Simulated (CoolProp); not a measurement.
Properties of octamethylcyclotetrasiloxane (D4) at several states (Tc = 313.4 °C, pc = 1347 kPa, ω = 0.598).

The numbers come from the reference Helmholtz-energy equation of state, Thol 2015 in CoolProp.

| T (°C) | p (kPa) | phase | density (kg/m³) | fugacity coefficient |
|---|---|---|---|---|
| 303.15 | 144 | gas | 9.299 | 0.9600 |
| 344.95 | 299 | gas | 18.48 | 0.9370 |
| 194.35 | 17.2 | gas | 1.327 | 0.9896 |
| 329.15 | 4280 | supercritical | 557.1 | 0.3307 |
| 273.95 | 22.3 | gas | 1.465 | 0.9924 |
